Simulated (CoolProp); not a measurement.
Vapour-liquid equilibrium of dimethyl ether (1) + n-pentane (2) at 0.0124 MPa; x and y are mole fractions of (1).

Model: multi-fluid Helmholtz-energy mixture model, Wu 2011 and Thol 2019; pair parameters Bell 2016, in CoolProp.

```
x      bubble temperature (°C)  y at the bubble point  dew temperature at overall composition x (°C)  liquid density (mol/L)
-----  -----------------------  ---------------------  ---------------------------------------------  ----------------------
0.05                     -20.6                  0.333                                          -14.9                   9.433
0.125                    -31.3                  0.675                                          -16.2                   9.918
0.2                      -40.6                  0.842                                          -17.7                   10.41
0.275                    -47.8                  0.916                                          -19.3                   10.91
0.35                     -52.9                  0.950                                          -21.0                   11.41
0.425                    -56.4                  0.967                                          -23.0                   11.91
0.5                      -58.7                  0.975                                          -25.1                   12.44
0.575                    -60.2                  0.980                                          -27.5                   12.99
0.65                     -61.2                  0.984                                          -30.3                   13.57
0.725                    -61.8                  0.986                                          -33.6                   14.20
0.8                      -62.3                  0.988                                          -37.8                   14.88
0.875                    -62.9                  0.990                                          -43.4                   15.63
0.95                     -63.6                  0.995                                          -52.9                   16.47
```

No azeotrope shows between x = 0.05 and 0.95.

Pair parameters are fitted to limited data, so mixtures are less certain than the pure fluids. The gap from Raoult's law changes sign with composition, which may be real or a fault of the pair parameters; it wasn't checked against measurements.
